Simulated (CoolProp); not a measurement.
Dimethyl carbonate along the isobar 6960 kPa: density (kg/m³) from the reference equation and from simpler models built on Tc = 283.9 °C, pc = 4909 kPa, ω = 0.346; each cubic takes its own stable root.

Values from CoolProp's reference Helmholtz-energy equation of state, Zhou 2011.

| T (°C) | phase | reference | van der Waals | Peng-Robinson |
|---|---|---|---|---|
| 47.35 | liquid | 1041 | (withheld) | (withheld) |
| 73.55 | liquid | 1006 | 598.1 | 1015 |
| 99.75 | liquid | 970.8 | 581.3 | 983.0 |
| 125.95 | liquid | 934.0 | 563.3 | 947.2 |
| 152.05 | liquid | 895.4 | 544.0 | (withheld) |
| 178.25 | liquid | 854.1 | 522.9 | 859.6 |
| 204.45 | liquid | 808.8 | 499.5 | (withheld) |
| 230.65 | liquid | 757.3 | (withheld) | 738.8 |
| 256.85 | liquid | 693.7 | 442.3 | 656.1 |
| 283.05 | liquid | (withheld) | 404.2 | 542.7 |
| 309.25 | supercritical | (withheld) | 352.4 | 360.6 |

### Question
Complete the blanks.

### Answer

- 47.35, van der Waals: 614.0
- 47.35, Peng-Robinson: 1043
- 152.05, Peng-Robinson: 906.6
- 204.45, Peng-Robinson: 804.7
- 230.65, van der Waals: 473.1
- 283.05, reference: 598.8
- 309.25, reference: 386.5
